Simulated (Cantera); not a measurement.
Gas-phase reforming

An isothermal, constant-pressure homogeneous reactor starts with CH4 : H2O : H2 = 0.36 : 1.9 : 0.8 (molar parts), at 1375 K and 1000000 Pa.

Model: GRI-Mech 3.0 (53 species, 325 reactions), integrated in Cantera.

```json
[
 {"t (s)": "2.00e-6", "x CH4": "0.118", "x H2O": "0.621", "x H2": "0.261", "x C2H": "<1e-12", "x CO2": "<1e-12"},
 {"t (s)": "1.00e-5", "x CH4": "0.118", "x H2O": "0.621", "x H2": "0.261", "x C2H": "<1e-12", "x CO2": "<1e-12"},
 {"t (s)": "5.02e-5", "x CH4": "0.118", "x H2O": "0.621", "x H2": "0.261", "x C2H": "<1e-12", "x CO2": "<1e-12"},
 {"t (s)": "0.000252", "x CH4": "0.118", "x H2O": "0.621", "x H2": "0.261", "x C2H": "<1e-12", "x CO2": "<1e-12"},
 {"t (s)": "0.00126", "x CH4": "0.118", "x H2O": "0.621", "x H2": "0.261", "x C2H": "<1e-12", "x CO2": "2.53e-12"},
 {"t (s)": "0.00632", "x CH4": "0.118", "x H2O": "0.621", "x H2": "0.262", "x C2H": "<1e-12", "x CO2": "6.31e-10"},
 {"t (s)": "0.0317", "x CH4": "0.117", "x H2O": "0.621", "x H2": "0.262", "x C2H": "<1e-12", "x CO2": "3.97e-8"},
 {"t (s)": "0.159", "x CH4": "0.116", "x H2O": "0.620", "x H2": "0.263", "x C2H": "<1e-12", "x CO2": "1.31e-6"},
 {"t (s)": "0.795", "x CH4": "0.113", "x H2O": "0.619", "x H2": "0.266", "x C2H": "<1e-12", "x CO2": "3.80e-5"},
 {"t (s)": "3.98", "x CH4": "0.112", "x H2O": "0.616", "x H2": "0.269", "x C2H": "<1e-12", "x CO2": "0.000506"},
 {"t (s)": "20.0", "x CH4": "0.107", "x H2O": "0.604", "x H2": "0.281", "x C2H": "<1e-12", "x CO2": "0.00281"},
 {"t (s)": "100", "x CH4": "0.0891", "x H2O": "0.562", "x H2": "0.327", "x C2H": "<1e-12", "x CO2": "0.00982"}
]
```
x: mole fraction; the columns are a selection and need not sum to one.

Equilibrium at this temperature and pressure: CH4 5.84e-5, H2O 0.383, H2 0.522, C2H <1e-12, CO2 0.0249 (gas phase only).
